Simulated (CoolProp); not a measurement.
Vapour-liquid equilibrium of toluene (1) + o-xylene (2) at 177.55 °C; x and y are mole fractions of (1).

Computed with CoolProp (multi-fluid Helmholtz-energy mixture model, Lemmon 2006 and Zhou 2012; pair parameters Bell 2016).

```tsv
x	bubble pressure, mixture model (MPa)	bubble pressure, Raoult's law (MPa)	y, mixture model	y, Raoult's law
0.05	0.2386	0.2397	0.095	0.103
0.125	0.2575	0.2597	0.222	0.237
0.2	0.2770	0.2797	0.335	0.353
0.275	0.2968	0.2997	0.434	0.452
0.35	0.3169	0.3197	0.522	0.540
0.425	0.3372	0.3396	0.600	0.617
0.5	0.3575	0.3596	0.669	0.685
0.575	0.3778	0.3796	0.732	0.747
0.65	0.3981	0.3996	0.788	0.802
0.725	0.4184	0.4196	0.840	0.852
0.8	0.4387	0.4396	0.888	0.897
0.875	0.4590	0.4596	0.932	0.938
0.95	0.4793	0.4796	0.973	0.976
```

The largest gap from Raoult's law is -1.0 % in bubble pressure, at x = 0.2. No azeotrope shows between x = 0.05 and 0.95.

The pair parameters rest on a limited set of measurements; away from them the model extrapolates.
